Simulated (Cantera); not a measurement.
Input: 1 mol MgO, 0.024 mol Cl₂, 0.017 mol HCl, held at 0.970 bar.

These are equilibrium values from Cantera (NASA tables, ideal gas, pure condensed phases), not measurements of a reactor. Candidate condensed phases: H₂O, Mg, MgCl₂, MgO, Mg(OH)₂; 22 gas species. Mutual solubility and eutectic melting of coexisting phases are not modelled. Kinetics and transport are ignored.

### Question
Which condensed phases are stable at each of these points (T (K)): 1348, 1373, 1398, 1423, 1448, 1473, 1498, 1523?

### Answer
```json
[
 {"T (K)": "1348", "condensed phases": "MgCl₂(l) + MgO(s)", "Mg condensed (%)": "99.7"},
 {"T (K)": "1373", "condensed phases": "MgCl₂(l) + MgO(s)", "Mg condensed (%)": "99.6"},
 {"T (K)": "1398", "condensed phases": "MgO(s)", "Mg condensed (%)": "99.5"},
 {"T (K)": "1423", "condensed phases": "MgO(s)", "Mg condensed (%)": "99.4"},
 {"T (K)": "1448", "condensed phases": "MgO(s)", "Mg condensed (%)": "99.3"},
 {"T (K)": "1473", "condensed phases": "MgO(s)", "Mg condensed (%)": "99.2"},
 {"T (K)": "1498", "condensed phases": "MgO(s)", "Mg condensed (%)": "99.1"},
 {"T (K)": "1523", "condensed phases": "MgO(s)", "Mg condensed (%)": "99.0"}
]
```

From 1348 K to 1373 K the condensed part is MgCl₂(l) + MgO(s). From 1398 K to 1523 K the condensed part is MgO(s).
